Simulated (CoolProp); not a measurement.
Computed with CoolProp (reference Helmholtz-energy equation of state, Schroeder 2014).

Give the vapour pressure (MPa), liquid cp (kJ/(kg K)), vapour Z, surface tension (mN/m) of saturated ethanol at 269.4, 366.6 K.


```
T (K)  p (MPa)  liquid cp (kJ/(kg K))  vapour Z  surface tension (mN/m)
-----  -------  ---------------------  --------  ----------------------
269.4  0.00123                   2.23     0.999                    24.7
366.6    0.178                   3.10     0.953                    15.2
```

Surface tension comes from a separate correlation (Mulero 2012).
